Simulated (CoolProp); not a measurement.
Saturation properties of ethanol (Tc = 514.7 K, pc = 62.68 bar, ω = 0.644).

Computed with CoolProp (reference Helmholtz-energy equation of state, Schroeder 2014).

```json
[
 {"T (K)": "332.4", "p (bar)": "0.4519", "vapour density (kg/m³)": "0.7678", "vapour viscosity (µPa s)": "9.81"},
 {"T (K)": "348.7", "p (bar)": "0.9038", "vapour density (kg/m³)": "1.481", "vapour viscosity (µPa s)": "10.3"},
 {"T (K)": "365", "p (bar)": "1.683", "vapour density (kg/m³)": "[?]", "vapour viscosity (µPa s)": "[?]"},
 {"T (K)": "381.3", "p (bar)": "2.944", "vapour density (kg/m³)": "[?]", "vapour viscosity (µPa s)": "11.3"},
 {"T (K)": "397.6", "p (bar)": "4.881", "vapour density (kg/m³)": "7.477", "vapour viscosity (µPa s)": "11.7"},
 {"T (K)": "413.9", "p (bar)": "7.719", "vapour density (kg/m³)": "11.75", "vapour viscosity (µPa s)": "12.2"},
 {"T (K)": "430.2", "p (bar)": "11.71", "vapour density (kg/m³)": "[?]", "vapour viscosity (µPa s)": "12.8"},
 {"T (K)": "446.5", "p (bar)": "17.12", "vapour density (kg/m³)": "26.60", "vapour viscosity (µPa s)": "13.4"},
 {"T (K)": "462.8", "p (bar)": "24.25", "vapour density (kg/m³)": "[?]", "vapour viscosity (µPa s)": "14.1"}
]
```

Task: Fill in the missing entries.

Result: 
- 365, vapour density (kg/m³): 2.676
- 365, vapour viscosity (µPa s): 10.8
- 381.3, vapour density (kg/m³): 4.577
- 430.2, vapour density (kg/m³): 17.90
- 462.8, vapour density (kg/m³): 38.90

It boils at 351.6 K under 1 atm.

Viscosity comes from a separate model (Kiselev 2005).
